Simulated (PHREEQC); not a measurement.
3.1 g of hydrous ferric oxide (600 m²/g; 0.2 weak and 0.005 strong sites per Fe, Dzombak-Morel constants, diffuse double layer) in 1 kg of water with 0.005 mol/kgw of an inert sodium salt and 2.1 mmol/kgw BaCl2 and 0.049 mmol/kgw H3BO3, at 25 °C; the pH is set by adding NaOH or the inert anion's acid. Oxygen alone is held at its pressure in air (log pO2 = -0.68). CO2 from the air is kept out. No solid was allowed to form.

The series has 13 steps of pH, from 4 to 12.

Equilibrium calculation in PHREEQC: ion-association model, wateq4f.dat.

**Question.** Near which pH is half of the Ba sorbed, and on which side is more sorbed?

**Answer.** Near pH 9.1, with more sorbed at higher pH.

Complexes and solids missing from the database can't appear.
